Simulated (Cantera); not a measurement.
A Cantera script and its output.

```python
import numpy as np
import cantera as ct

gas = ct.Solution("gri30.yaml")
gas.TPX = 1198, 1500, {'C2H6': 1, 'N2': 1.1}
reactor = ct.IdealGasConstPressureReactor(gas, energy="off", clone=False)
net = ct.ReactorNet([reactor])
net.rtol, net.atol = 1e-08, 1e-18
show = ['C2H6', 'C2H4', 'C2H', 'CH2', 'H', 'CH4']
times = np.geomspace(1e-06, 70, 11)

steps = ct.SolutionArray(gas, extra=["t"])
rows = []
print(f"{'t/s':>10s}{'T/K':>9s}{'P/Pa':>11s}" + "".join(f"{s:>11s}" for s in show))
for t in times:
    while net.time < t:
        t_next = net.step()
        steps.append(gas.state, t=t_next)
    rows.append([np.interp(t, steps.t, y) for y in (steps.T, steps.P, *steps(*show).X.T)])
    print(f"{t:10.3e}{rows[-1][0]:9.1f}{rows[-1][1]:11.4g}" + "".join(f"{x:11.3e}" for x in rows[-1][2:]))
rate = np.gradient(steps.T, steps.t)
print("integrator steps:", len(steps.t))
if steps.T.max() > steps.T[0] + 200:
    print(f"time of steepest temperature rise: {steps.t[rate.argmax()]:.4e} s")
gas.TPX = 1198, 1500, {'C2H6': 1, 'N2': 1.1}
gas.equilibrate("TP")
print(f"equilibrium (TP): T = {gas.T:.1f} K  " + "  ".join(f"{s} {gas[s].X[0]:.3e}" for s in show))
```

It prints:

```
       t/s      T/K       P/Pa       C2H6       C2H4        C2H        CH2          H        CH4
 1.000e-06   1198.0       1500  4.762e-01  2.220e-13  2.663e-37  5.308e-18  2.412e-11  1.068e-10
 6.088e-06   1198.0       1500  4.762e-01  3.809e-11  6.797e-33  1.299e-15  1.121e-10  3.940e-09
 3.707e-05   1198.0       1500  4.762e-01  7.908e-09  8.574e-28  2.749e-13  2.186e-09  1.440e-07
 2.257e-04   1198.0       1500  4.762e-01  1.654e-06  6.209e-22  3.858e-11  8.425e-08  4.946e-06
 1.374e-03   1198.0       1500  4.755e-01  2.647e-04  1.425e-15  1.190e-09  1.990e-06  1.225e-04
 8.367e-03   1198.0       1500  4.559e-01  1.213e-02  3.978e-12  1.234e-08  9.190e-06  2.273e-03
 5.094e-02   1198.0       1500  3.138e-01  9.794e-02  4.396e-11  1.293e-08  1.161e-05  2.181e-02
 3.101e-01   1198.0       1500  3.527e-02  2.400e-01  2.595e-10  3.704e-09  1.502e-05  7.677e-02
 1.888e+00   1198.0       1500  4.613e-04  2.042e-01  1.125e-10  6.354e-11  2.773e-06  8.093e-02
 1.150e+01   1198.0       1500  9.833e-05  1.399e-01  9.575e-11  1.506e-11  1.535e-06  7.708e-02
 7.000e+01   1198.0       1500  2.898e-05  3.344e-02  1.253e-10  8.319e-12  1.400e-06  7.078e-02
integrator steps: 1434
equilibrium (TP): T = 1198.0 K  C2H6 1.221e-05  C2H4 1.310e-02  C2H 7.740e-11  CH2 4.659e-12  H 9.882e-07  CH4 8.011e-02
```

Cantera simulation using GRI-Mech 3.0 (53 species, 325 reactions); the numbers are that mechanism's predictions, not measurements. GRI-Mech 3.0 stops at C3 and has no aromatics, soot or wall deposition, so with more carbon than oxygen in the feed, carbon stays in small species such as C2H2 where larger ones or solid carbon would form. Radical loss at walls, strong at low pressure, is not modelled.
